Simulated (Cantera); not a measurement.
An isothermal, constant-pressure homogeneous reactor starts with CH4 : O2 : N2 = 0.027 : 0.003 : 1 (molar parts), at 1100 K and 2.70 bar.

Computed with Cantera and GRI-Mech 3.0 (53 species, 325 reactions). GRI-Mech 3.0 stops at C3 and has no aromatics, soot or wall deposition, so with more carbon than oxygen in the feed, carbon stays in small species such as C2H2 where larger ones or solid carbon would form.

Task: Predict: x(CH4) at 80.0 s; x(O2) at 80.0 s; x(CH2CO) at 80.0 s; x(CO) at 80.0 s; x(C2H2) at 80.0 s.

Result: 
```
Quantity                                             Result
------------------  ---------------------------------------
x(CH4) at 80.0 s      0.0236 (gas-phase equilibrium 0.0166)
x(O2) at 80.0 s      0.00111 (gas-phase equilibrium <1e-12)
x(CH2CO) at 80.0 s  3.89e-5 (gas-phase equilibrium 1.39e-9)
x(CO) at 80.0 s     0.00130 (gas-phase equilibrium 0.00576)
x(C2H2) at 80.0 s   6.33e-5 (gas-phase equilibrium 8.87e-5)
```
